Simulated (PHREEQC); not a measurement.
Make-up at 25 °C: 0.1 mol/kgw HF, 0.0061 mol/kgw NH4HF2, 0.026 mol/kgw H2SiF6 and 0.0015 mol/kgw NaHCO3. Closed to the air; pH follows from the charge balance.

All values are PHREEQC results (ion-association model, phreeqc.dat), not measurements.

This is a speciation only: nothing precipitates in the calculation.

Task: Predict the pH, density.

Result: pH 1.40; density 1.001 g/cm³.

Task: In which forms is F present?

Result: SiF6-2 58 %, HF 40 %, F- 0.9 %, HF2- 0.7 % of the F.

Species that the database lacks are ignored. SiF6-2 is the database's only silicon fluoride.
